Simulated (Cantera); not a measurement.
Gas activation for diamond growth

An isothermal, constant-pressure homogeneous reactor starts with 0.990 % CH₄, 99.0 % H₂, at 1850 K and 0.0263 atm.

Model: GRI-Mech 3.0 (53 species, 325 reactions), integrated in Cantera. GRI-Mech 3.0 stops at C3 and has no aromatics, soot or wall deposition, so with more carbon than oxygen in the feed, carbon stays in small species such as C2H2 where larger ones or solid carbon would form. Radical loss at walls, strong at low pressure, is not modelled.

| t (s) | x CH₄ | x H₂ | x C₂H₆ | x C₂H | x H | x CH₂ |
|---|---|---|---|---|---|---|
| 6.00e-5 | 0.00990 | 0.990 | 1.35e-12 | <1e-12 | 3.89e-6 | 5.35e-12 |
| 0.000153 | 0.00990 | 0.990 | 1.23e-11 | <1e-12 | 1.06e-5 | 3.04e-11 |
| 0.000391 | 0.00989 | 0.990 | 1.13e-10 | <1e-12 | 2.76e-5 | 1.89e-10 |
| 0.000999 | 0.00989 | 0.990 | 9.16e-10 | <1e-12 | 7.10e-5 | 1.21e-9 |
| 0.00255 | 0.00986 | 0.990 | 6.27e-9 | <1e-12 | 0.000182 | 7.79e-9 |
| 0.00651 | 0.00980 | 0.990 | 3.61e-8 | 4.45e-12 | 0.000461 | 4.91e-8 |
| 0.0166 | 0.00961 | 0.989 | 1.57e-7 | 3.17e-10 | 0.00113 | 2.81e-7 |
| 0.0424 | 0.00879 | 0.988 | 3.52e-7 | 8.12e-9 | 0.00226 | 9.96e-7 |
| 0.108 | 0.00645 | 0.989 | 2.57e-7 | 4.70e-8 | 0.00288 | 1.19e-6 |
| 0.277 | 0.00358 | 0.990 | 8.46e-8 | 9.98e-8 | 0.00306 | 7.63e-7 |
| 0.706 | 0.00159 | 0.991 | 1.75e-8 | 1.40e-7 | 0.00319 | 3.77e-7 |
| 1.80 | 0.000634 | 0.991 | 2.89e-9 | 1.61e-7 | 0.00327 | 1.60e-7 |
| 4.60 | 0.000251 | 0.992 | 4.73e-10 | 1.70e-7 | 0.00330 | 6.51e-8 |
| 11.8 | 0.000113 | 0.992 | 1.09e-10 | 1.73e-7 | 0.00331 | 2.94e-8 |
| 30.0 | 7.65e-5 | 0.992 | 5.94e-11 | 1.74e-7 | 0.00331 | 2.00e-8 |
x: mole fraction; the columns are a selection and need not sum to one.

Equilibrium at this temperature and pressure: CH₄ 7.38e-5, H₂ 0.992, C₂H₆ 5.64e-11, C₂H 1.74e-7, H 0.00331, CH₂ 1.93e-8 (gas phase only).
